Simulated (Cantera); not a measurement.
A freely propagating, adiabatic, planar premixed flame of 10.7 % CH4, 17.9 % O2, 71.4 % N2, unburnt at 625 K and 3.10 bar; mixture-averaged transport, grid criteria slope 0.08 and curve 0.16, no radiation.

Cantera simulation using GRI-Mech 3.0 (53 species, 325 reactions); the numbers are that mechanism's predictions, not measurements. Burning velocities carry a grid error of a few per cent, more on coarse grids.

### Question
Predict: laminar burning velocity; thermal thickness; peak x(C2H4); peak x(CH2CO); peak x(C2H2).

### Answer
laminar burning velocity: 79.3 cm/s
thermal thickness: 0.153 mm
peak x(C2H4): 0.00119
peak x(CH2CO): 0.000275
peak x(C2H2): 0.000642
